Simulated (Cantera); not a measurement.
C₃H₈ + H₂ (carbon deposition, reforming and gasification)

Charge: 1 mol C₃H₈, 63 mol H₂, held at 97.0 bar.

Cantera equilibrium calculation (NASA polynomials, part measured and part estimated; ideal gas, pure solids and liquids). Candidate condensed phases: C, C₆H₆, C₇H₈, C₈H₁₈; 86 gas species. Ions and electrons are included (thermal ionisation). The ideal-gas law is rough above about 30 bar. Rates play no part.

| T (K) | x H₂ | x H | x CH₄ | x C₂H₂ (acetylene) | n C(graphite) |
|---|---|---|---|---|---|
| 2000 | 0.960 | 0.000162 | 0.0380 | 0.000738 | 0.381 |
| 2250 | 0.973 | 0.000744 | 0.0217 | 0.00326 | 1.04 |
| 2500 | 0.972 | 0.00252 | 0.0137 | 0.0105 | 0.532 |
| 2750 | 0.967 | 0.00683 | 0.00754 | 0.0173 | 0 |
| 3000 | 0.960 | 0.0157 | 0.00392 | 0.0189 | 0 |
| 3250 | 0.945 | 0.0317 | 0.00219 | 0.0195 | 0 |
| 3500 | 0.920 | 0.0575 | 0.00129 | 0.0193 | 0 |
| 3750 | 0.882 | 0.0956 | 0.000792 | 0.0185 | 0 |
| 4000 | 0.831 | 0.148 | 0.000490 | 0.0172 | 0 |
| 4250 | 0.766 | 0.213 | 0.000301 | 0.0151 | 0 |
| 4500 | 0.688 | 0.291 | 0.000179 | 0.0125 | 0 |
| 4750 | 0.602 | 0.378 | 0.000101 | 0.00946 | 0 |
| 5000 | 0.512 | 0.467 | 5.37e-5 | 0.00645 | 0 |
x: gas mole fraction; n: condensed amount in mol.

From 2000 K to 2500 K the condensed part is C(graphite). From 2750 K to 5000 K nothing is condensed. The main C-bearing gas is CH₄ at 2000 K and C₂H₂ (acetylene) at 5000 K.
